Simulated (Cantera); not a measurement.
A Cantera script and its output.

```python
import numpy as np
import cantera as ct

gas = ct.Solution("h2o2.yaml")
gas.TPX = 1373, 67000, {'H2': 1, 'O2': 0.725, 'N2': 7.97}
reactor = ct.IdealGasReactor(gas, energy="on", clone=False)
net = ct.ReactorNet([reactor])
net.rtol, net.atol = 1e-08, 1e-16
show = ['H2', 'O2', 'HO2', 'H2O', 'OH', 'O', 'H2O2']
times = np.geomspace(3e-06, 0.1, 15)

steps = ct.SolutionArray(gas, extra=["t"])
rows = []
print(f"{'t/s':>10s}{'T/K':>9s}{'P/Pa':>11s}" + "".join(f"{s:>11s}" for s in show))
for t in times:
    while net.time < t:
        t_next = net.step()
        steps.append(gas.state, t=t_next)
    rows.append([np.interp(t, steps.t, y) for y in (steps.T, steps.P, *steps(*show).X.T)])
    print(f"{t:10.3e}{rows[-1][0]:9.1f}{rows[-1][1]:11.4g}" + "".join(f"{x:11.3e}" for x in rows[-1][2:]))
rate = np.gradient(steps.T, steps.t)
print("integrator steps:", len(steps.t))
if steps.T.max() > steps.T[0] + 200:
    print(f"time of steepest temperature rise: {steps.t[rate.argmax()]:.4e} s")
gas.TPX = 1373, 67000, {'H2': 1, 'O2': 0.725, 'N2': 7.97}
gas.equilibrate("UV")
print(f"equilibrium (UV): T = {gas.T:.1f} K  " + "  ".join(f"{s} {gas[s].X[0]:.3e}" for s in show))
```

Result:

```
       t/s      T/K       P/Pa         H2         O2        HO2        H2O         OH          O       H2O2
 3.000e-06   1373.0    6.7e+04  1.031e-01  7.478e-02  1.877e-08  5.110e-09  2.198e-09  2.873e-09  4.340e-11
 6.312e-06   1373.0    6.7e+04  1.031e-01  7.478e-02  4.027e-08  3.754e-08  8.179e-09  1.116e-08  1.876e-10
 1.328e-05   1373.0    6.7e+04  1.031e-01  7.478e-02  9.405e-08  3.865e-07  5.224e-08  7.235e-08  8.141e-10
 2.795e-05   1373.0    6.7e+04  1.031e-01  7.477e-02  5.995e-07  1.372e-05  1.555e-06  2.158e-06  5.487e-09
 5.880e-05   1389.7  6.778e+04  8.384e-02  6.630e-02  1.458e-05  1.342e-02  1.488e-03  2.089e-03  4.004e-07
 1.237e-04   1744.4  8.345e+04  1.347e-02  2.878e-02  7.104e-06  7.570e-02  7.944e-03  1.135e-02  4.512e-07
 2.603e-04   2005.3  9.441e+04  9.412e-03  2.572e-02  4.400e-06  8.851e-02  8.763e-03  6.304e-03  1.685e-07
 5.477e-04   2162.4  1.008e+05  4.751e-03  2.417e-02  2.447e-06  9.835e-02  7.085e-03  2.735e-03  9.300e-08
 1.152e-03   2234.9  1.038e+05  1.931e-03  2.379e-02  1.581e-06  1.038e-01  4.794e-03  1.045e-03  6.770e-08
 2.425e-03   2254.4  1.045e+05  1.132e-03  2.381e-02  1.443e-06  1.054e-01  3.750e-03  6.087e-04  6.558e-08
 5.102e-03   2255.8  1.046e+05  1.079e-03  2.382e-02  1.438e-06  1.055e-01  3.667e-03  5.800e-04  6.573e-08
 1.074e-02   2255.8  1.046e+05  1.079e-03  2.382e-02  1.438e-06  1.055e-01  3.667e-03  5.799e-04  6.573e-08
 2.259e-02   2255.8  1.046e+05  1.079e-03  2.382e-02  1.438e-06  1.055e-01  3.667e-03  5.799e-04  6.573e-08
 4.753e-02   2255.8  1.046e+05  1.079e-03  2.382e-02  1.438e-06  1.055e-01  3.667e-03  5.799e-04  6.573e-08
 1.000e-01   2255.8  1.046e+05  1.079e-03  2.382e-02  1.438e-06  1.055e-01  3.667e-03  5.799e-04  6.573e-08
integrator steps: 1162
time of steepest temperature rise: 6.9070e-05 s
equilibrium (UV): T = 2255.8 K  H2 1.079e-03  O2 2.382e-02  HO2 1.438e-06  H2O 1.055e-01  OH 3.667e-03  O 5.799e-04  H2O2 6.573e-08
```

Cantera simulation using the H2/O2 subset of GRI-Mech 3.0, which has no nitrogen chemistry; the numbers are that mechanism's predictions, not measurements.
